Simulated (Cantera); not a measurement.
**Hydrocarbon pyrolysis for carbon deposition**

An isothermal, constant-pressure homogeneous reactor starts with C₃H₈ : H₂ = 1 : 94 (molar parts), at 1400 K and 0.233 Torr.

Model: GRI-Mech 3.0 (53 species, 325 reactions), integrated in Cantera. GRI-Mech 3.0 was tuned for natural gas; its chemistry of propane as a main component is partial and can be far from experiment. GRI-Mech 3.0 stops at C3 and has no aromatics, soot or wall deposition, so with more carbon than oxygen in the feed, carbon stays in small species such as C2H2 where larger ones or solid carbon would form. Radical loss at walls, strong at low pressure, is not modelled.

```csv
t (s),x C₃H₈,x H₂,x C₂H,x CH₂,x CH₃,x C₂H₄
0.000300,0.0105,0.989,<1e-12,<1e-12,1.68e-5,9.90e-7
0.00115,0.0105,0.989,<1e-12,8.21e-11,6.07e-5,1.45e-5
0.00438,0.0102,0.989,<1e-12,7.03e-9,0.000246,0.000197
0.0168,0.00813,0.986,4.61e-12,2.79e-7,0.000988,0.00195
0.0641,0.000596,0.977,1.65e-9,9.25e-7,0.000811,0.00806
0.245,2.08e-8,0.977,4.84e-9,2.42e-7,0.000314,0.00552
0.936,1.67e-11,0.978,3.98e-9,5.85e-8,0.000147,0.00261
3.58,5.32e-12,0.978,2.95e-9,2.00e-8,8.45e-5,0.000631
13.7,3.23e-12,0.978,2.59e-9,1.34e-8,6.88e-5,2.42e-5
52.3,2.52e-12,0.978,2.39e-9,1.11e-8,6.17e-5,9.98e-6
200,1.53e-12,0.979,2.10e-9,7.71e-9,5.01e-5,8.49e-6
```
x: mole fraction; the columns are a selection and need not sum to one.

Equilibrium at this temperature and pressure: C₃H₈ <1e-12, H₂ 0.984, C₂H 4.14e-9, CH₂ 1.14e-10, CH₃ 5.64e-7, C₂H₄ 3.83e-6 (gas phase only).
